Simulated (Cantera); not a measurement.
Input (Python, Cantera):

```python
import numpy as np
import cantera as ct

gas = ct.Solution("h2o2.yaml")
gas.TPX = 950, 490000, {'H2': 1, 'O2': 0.294, 'N2': 1.11}
reactor = ct.IdealGasConstPressureReactor(gas, energy="on", clone=False)
net = ct.ReactorNet([reactor])
net.rtol, net.atol = 1e-08, 1e-16
show = ['H2', 'O2', 'HO2', 'H2O', 'H2O2', 'OH', 'H']
times = np.geomspace(7e-06, 0.5, 16)

steps = ct.SolutionArray(gas, extra=["t"])
rows = []
print(f"{'t/s':>10s}{'T/K':>9s}{'P/Pa':>11s}" + "".join(f"{s:>11s}" for s in show))
for t in times:
    while net.time < t:
        t_next = net.step()
        steps.append(gas.state, t=t_next)
    rows.append([np.interp(t, steps.t, y) for y in (steps.T, steps.P, *steps(*show).X.T)])
    print(f"{t:10.3e}{rows[-1][0]:9.1f}{rows[-1][1]:11.4g}" + "".join(f"{x:11.3e}" for x in rows[-1][2:]))
rate = np.gradient(steps.T, steps.t)
print("integrator steps:", len(steps.t))
if steps.T.max() > steps.T[0] + 200:
    print(f"time of steepest temperature rise: {steps.t[rate.argmax()]:.4e} s")
gas.TPX = 950, 490000, {'H2': 1, 'O2': 0.294, 'N2': 1.11}
gas.equilibrate("HP")
print(f"equilibrium (HP): T = {gas.T:.1f} K  " + "  ".join(f"{s} {gas[s].X[0]:.3e}" for s in show))
```

Output:

```
       t/s      T/K       P/Pa         H2         O2        HO2        H2O       H2O2         OH          H
 7.000e-06    950.0    4.9e+05  4.160e-01  1.223e-01  6.377e-10  5.546e-11  1.778e-12  3.084e-13  1.802e-11
 1.475e-05    950.0    4.9e+05  4.160e-01  1.223e-01  1.371e-09  1.238e-10  8.182e-12  3.128e-13  1.827e-11
 3.107e-05    950.0    4.9e+05  4.160e-01  1.223e-01  2.920e-09  2.710e-10  3.705e-11  3.223e-13  1.881e-11
 6.544e-05    950.0    4.9e+05  4.160e-01  1.223e-01  6.197e-09  5.960e-10  1.656e-10  3.433e-13  1.995e-11
 1.379e-04    950.0    4.9e+05  4.160e-01  1.223e-01  1.317e-08  1.352e-09  7.397e-10  3.921e-13  2.241e-11
 2.904e-04    950.0    4.9e+05  4.160e-01  1.223e-01  2.822e-08  3.313e-09  3.305e-09  5.158e-13  2.792e-11
 6.119e-04    950.0    4.9e+05  4.160e-01  1.223e-01  6.197e-08  9.556e-09  1.480e-08  8.720e-13  4.103e-11
 1.289e-03    950.0    4.9e+05  4.160e-01  1.223e-01  1.466e-07  3.704e-08  6.823e-08  2.104e-12  7.722e-11
 2.715e-03    950.0    4.9e+05  4.160e-01  1.223e-01  4.360e-07  2.198e-07  3.553e-07  7.765e-12  2.151e-10
 5.720e-03    950.0    4.9e+05  4.160e-01  1.223e-01  2.180e-06  2.332e-06  2.846e-06  5.291e-11  1.151e-09
 1.205e-02    950.6    4.9e+05  4.159e-01  1.222e-01  1.079e-05  4.971e-05  3.762e-05  6.162e-10  8.983e-09
 2.539e-02    961.4    4.9e+05  4.147e-01  1.214e-01  3.814e-05  1.256e-03  3.747e-04  8.172e-09  8.970e-08
 5.348e-02   2645.7    4.9e+05  1.912e-01  5.681e-05  1.061e-07  2.735e-01  4.325e-08  3.177e-03  9.173e-03
 1.127e-01   2645.7    4.9e+05  1.912e-01  5.681e-05  1.061e-07  2.735e-01  4.325e-08  3.177e-03  9.173e-03
 2.373e-01   2645.7    4.9e+05  1.912e-01  5.681e-05  1.061e-07  2.735e-01  4.325e-08  3.177e-03  9.173e-03
 5.000e-01   2645.7    4.9e+05  1.912e-01  5.681e-05  1.061e-07  2.735e-01  4.325e-08  3.177e-03  9.173e-03
integrator steps: 1790
time of steepest temperature rise: 3.3882e-02 s
equilibrium (HP): T = 2645.7 K  H2 1.912e-01  O2 5.681e-05  HO2 1.061e-07  H2O 2.735e-01  H2O2 4.325e-08  OH 3.177e-03  H 9.173e-03
```

Computed with Cantera and the H2/O2 subset of GRI-Mech 3.0, which has no nitrogen chemistry. The hydrogen kinetics of GRI-Mech 3.0 are dated; newer H2 mechanisms differ, most at raised pressure.
